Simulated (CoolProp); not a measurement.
Hexamethyldisiloxane (MM) along the isobar 908 kPa: Z from the reference equation and from simpler models built on Tc = 518.7 K, pc = 1931 kPa, ω = 0.418; each cubic takes its own stable root.

Values from CoolProp's reference Helmholtz-energy equation of state, Thol 2016.

```
T (K)   phase  reference
-----  ------  ---------
249.2  liquid    0.08773
265.7  liquid    0.08402
282.2  liquid    0.08082
298.8  liquid    0.07806
315.3  liquid    0.07571
331.8  liquid    0.07371
348.4  liquid    0.07203
364.9  liquid    0.07066
381.5  liquid    0.06959
398    liquid    0.06884
414.5  liquid    0.06844
431.1  liquid    0.06844
447.6  liquid    0.06898
464.1  liquid    0.07033
```

Question: How far does each simpler model (van der Waals, Redlich-Kwong, Soave-Redlich-Kwong) lie from the reference over these 14 states: mean and median of the absolute difference, and the worst?

Answer: 
- van der Waals: mean 197.0 %, median 65.4 %, worst +997.8 % at 464.1 K and 908 kPa
- Redlich-Kwong: mean 79.5 %, median 13.4 %, worst +925.5 % at 464.1 K and 908 kPa
- Soave-Redlich-Kwong: mean 8.3 %, median 7.7 %, worst +13.4 % at 464.1 K and 908 kPa

At some of these states van der Waals, Redlich-Kwong gives the other phase, because its saturation line lies elsewhere.
